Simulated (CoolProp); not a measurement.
Vapour-liquid equilibrium of benzene (1) + dimethyl carbonate (2) at 443.9 K; x and y are mole fractions of (1).

Computed with CoolProp (multi-fluid Helmholtz-energy mixture model, Thol 2012 and Zhou 2011; pair parameters Bell 2016).

```tsv
x	bubble pressure (MPa)	y at the bubble point	dew pressure at overall composition x (MPa)	liquid density (mol/L)
0.05	0.7914	0.065	0.7880	9.378
0.125	0.8112	0.154	0.8048	9.328
0.2	0.8284	0.237	(withheld)	9.281
0.275	0.8431	0.314	0.8359	(withheld)
0.35	0.8555	0.387	0.8495	(withheld)
0.425	0.8657	0.457	0.8613	9.158
0.5	0.8737	0.525	0.8710	9.123
0.575	0.8796	0.592	(withheld)	(withheld)
0.65	0.8833	0.658	0.8830	9.064
0.725	0.8849	0.726	0.8849	9.040
0.8	0.8842	0.796	0.8841	9.018
0.875	0.8811	0.869	0.8807	9.001
0.95	0.8753	0.946	0.8749	8.986
```

### Question
Some entries are withheld; supply them.

### Answer

- 0.2, dew pressure at overall composition x (MPa): 0.8209
- 0.275, liquid density (mol/L): 9.237
- 0.35, liquid density (mol/L): 9.196
- 0.575, dew pressure at overall composition x (MPa): 0.8783
- 0.575, liquid density (mol/L): 9.092

y crosses x between x = 0.725 and 0.8: the model has an azeotrope there.

The pair parameters rest on a limited set of measurements; away from them the model extrapolates.
